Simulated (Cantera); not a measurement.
Source: NASA polynomial tables (part measured, part estimated), evaluated in Cantera. Values are per mole of reaction as written; species without (g) are pure solids or liquids, kept so even where they would boil at 1 bar.

Task: Between 1375 and 1600 K, where is each reaction favourable under standard conditions?
- Fe + 2 HCl(g) = FeCl₂ + 2 H(g)

Result: 
- Fe + 2 HCl(g) = FeCl₂ + 2 H(g): ΔG° is 300 kJ at 1375 K and 290 kJ at 1600 K; it stays positive (K < 1). ΔH° is 365 kJ and ΔS° 47 J/K at 1600 K.
